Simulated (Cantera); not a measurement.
Charge: 1 mol V2O5, a varied amount of H2, held at 1873.15 K and 1.00 bar.

Method: chemical equilibrium by Gibbs-energy minimisation in Cantera with the NASA 1993 tables (ideal gas, pure condensed phases). Candidate condensed phases: H2O, V, VO, V2O3, V2O4, V2O5; 12 gas species. Mutual solubility and eutectic melting of coexisting phases are not modelled. VO: taken at fixed stoichiometry. Condensed phases not in the tables: the oxides between V2O3 and V2O5 other than VO2. Kinetics and transport are ignored.

x: gas mole fraction; n: condensed amount in mol.

| n(H2) (mol) | x H2 | x H2O | x H | x OH | x VO2 | x VO | n V2O3(s) | n VO(s) |
|---|---|---|---|---|---|---|---|---|
| 18 | 0.888 | 0.111 | 0.000609 | … | 4.15e-6 | 9.27e-8 | 1.000 | 0 |
| 23 | 0.912 | 0.0869 | 0.000617 | … | 3.62e-6 | 1.06e-7 | 1.000 | 0 |
| 30 | 0.933 | 0.0666 | 0.000624 | … | 3.14e-6 | 1.23e-7 | 1.000 | 0 |
| 40 | 0.949 | 0.0500 | 0.000630 | … | 2.69e-6 | 1.43e-7 | 1.000 | 0 |
| 52 | 0.961 | 0.0384 | 0.000633 | … | 2.35e-6 | 1.64e-7 | 1.000 | 0 |
| 67 | 0.970 | 0.0298 | 0.000636 | … | 2.06e-6 | 1.87e-7 | 1.000 | 0 |
| 88 | 0.977 | 0.0227 | 0.000639 | … | 1.79e-6 | 2.15e-7 | 1.000 | 0 |
| 110 | 0.981 | 0.0188 | 0.000640 | 9.53e-7 | 1.62e-6 | 2.37e-7 | 0.931 | 0.139 |
| 150 | 0.981 | 0.0188 | 0.000640 | 9.53e-7 | 1.62e-6 | 2.37e-7 | 0.178 | 1.64 |
| 200 | 0.984 | 0.0150 | 0.000641 | … | 1.29e-6 | 2.37e-7 | 0 | 2.00 |
| 260 | 0.988 | 0.0115 | 0.000642 | … | 9.89e-7 | 2.37e-7 | 0 | 2.00 |
| 330 | 0.990 | 0.00909 | 0.000643 | … | 7.77e-7 | 2.37e-7 | 0 | 2.00 |

Question: What belongs in the gaps?

Answer: 
- 18, x OH: 5.91e-6
- 23, x OH: 4.57e-6
- 30, x OH: 3.46e-6
- 40, x OH: 2.57e-6
- 52, x OH: 1.97e-6
- 67, x OH: 1.52e-6
- 88, x OH: 1.15e-6
- 200, x OH: 7.58e-7
- 260, x OH: 5.82e-7
- 330, x OH: 4.58e-7
